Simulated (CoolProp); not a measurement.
The fluid at 409.2 K and 16.3 MPa flows at 0.38 m/s in a round tube of 10 mm bore and 1.5 µm roughness, fully developed (64/Re and Nu = 3.66 if laminar; Colebrook and Gnielinski if turbulent). The same conditions are run with several fluids, on thermodynamics alone (safety and materials aside).

Values from CoolProp's reference Helmholtz-energy equation of state of each fluid (ammonia: Gao 2020; R125: Lemmon 2005; R143a: Lemmon and Jacobsen 2000; R227EA: Lemmon 2016; nitrogen: Span 2000).

```
fluid     Reynolds number  Darcy friction factor  pressure drop (Pa/m)  heat-transfer coefficient (W/(m² K))  mass flow (kg/h)
--------  ---------------  ---------------------  --------------------  ------------------------------------  ----------------
ammonia             30100                 0.0239                  66.1                                  2770              41.2
R125                47200                 0.0217                   134                                   869              91.9
R143a               41100                 0.0223                   109                                   901              72.4
R227EA              37700                 0.0227                   182                                   882               119
nitrogen            19100                 0.0265                  24.0                                   200              13.5
```

Transport values come from each fluid's own correlations; those of R143a, R227EA are estimates that may be off by 10 % or more.
